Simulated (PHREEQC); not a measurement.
Solution (85 °C): 53 mmol/kgw Cu(NO3)2, 0.24 mmol/kgw HNO3 and 1.7 mmol/kgw KCl. Closed to the air; pH follows from the charge balance.

The numbers come from PHREEQC with the ion-association model, wateq4f.dat.

```csv
quantity,before,after
pH,3.53,3.72
Cl- (mol/kgw),0.00113,0.00164
```

Task: Name the change that produced these shifts.
A) 0.0026 mol/kgw LiOH added
B) Cu(NO3)2 from 0.053 to 0.265 mol/kgw
C) diluted 100-fold with water
D) Cu(NO3)2 replaced by Ni(NO3)2 at the same molality
E) HNO3 from 0.00024 to 0.000216 mol/kgw

Result: D, Cu(NO3)2 replaced by Ni(NO3)2 at the same molality

Precipitation was switched off in this run. At this temperature some constants are extrapolated from 25 °C, and those without enthalpy data are left unchanged.
